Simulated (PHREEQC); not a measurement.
FeCl3 is added in steps, without added water, to 1 kg of water holding 0.0051 mol/kgw CdCl2, 0.014 mol/kgw CuCl2, 0.11 mol/kgw NaH2PO4 and 0.00066 mol/kgw Na2SO4, at 23 °C. Oxygen is held at 0.21 atm. No CO2 enters from the air. Solids allowed: Hematite, Strengite, Cu(OH)2, Brochantite, Antlerite, Atacamite, Cu3(PO4)2:3H2O, Cd(OH)2, Cd3(PO4)2, CdOHCl, Jarosite-Na, Halite, Mirabilite, Chalcanthite. Others were left out.

Base run: PHREEQC, ion-association model, wateq4f.dat. Each further column changes one thing. The table gives pH.

```tsv
FeCl3 added (mol)	base	Davies equation for every ion	metal-ligand complexes left out	Debye-Hückel limiting law	all activity coefficients set to 1
0	3.40	3.42	3.39	3.65	3.18
0.01417	2.49	2.49	2.49	2.45	2.58
0.02833	1.97	1.98	1.97	1.97	2.01
0.04958	1.40	1.42	1.40	1.50	1.33
0.06375	1.17	1.20	1.16	1.31	1.08
0.07792	1.01	1.04	1.00	1.18	0.91
0.09208	0.90	0.92	0.88	1.09	0.78
0.1062	0.81	0.83	0.79	1.04	0.69
0.1204	0.75	0.77	0.72	1.04	0.63
0.1417	0.67	0.69	0.62	1.04	0.56
0.1558	0.63	0.64	0.57	1.06	0.52
0.17	0.60	0.60	0.53	1.10	0.48
```

H3PO4, which wateq4f.dat lacks, is added to it with the constant of phreeqc.dat. The database has no phosphate complexes of Cu, Cd. The ionic strength passes 0.7 mol/kgw, the rough limit of the ion-association models, in part of: Debye-Hückel limiting law.
